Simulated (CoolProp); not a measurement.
Nitrogen at 484.97 K and 3.75 MPa flows at 16 m/s in a round tube of 20 mm bore and 15 µm roughness, fully developed (64/Re and Nu = 3.66 if laminar; Colebrook and Gnielinski if turbulent). Each further row changes one setting.

Computed with CoolProp (reference Helmholtz-energy equation of state, Span 2000).

| case | Reynolds number | Darcy friction factor | pressure drop (Pa/m) | heat-transfer coefficient (W/(m² K)) | mass flow (kg/h) |
|---|---|---|---|---|---|
| as stated | 318000 | … | 3190 | … | 464 |
| velocity 32 m/s | 636000 | 0.0189 | 12400 | … | 929 |
| diameter 40 mm | 636000 | … | 1360 | 1040 | 1860 |

Fill in the missing entries.


- as stated, Darcy friction factor: 0.0194
- as stated, heat-transfer coefficient (W/(m² K)): 1220
- velocity 32 m/s, heat-transfer coefficient (W/(m² K)): 2380
- diameter 40 mm, Darcy friction factor: 0.0166

Viscosity comes from a separate model (Lemmon 2004). Thermal conductivity comes from a separate model (Lemmon 2004).
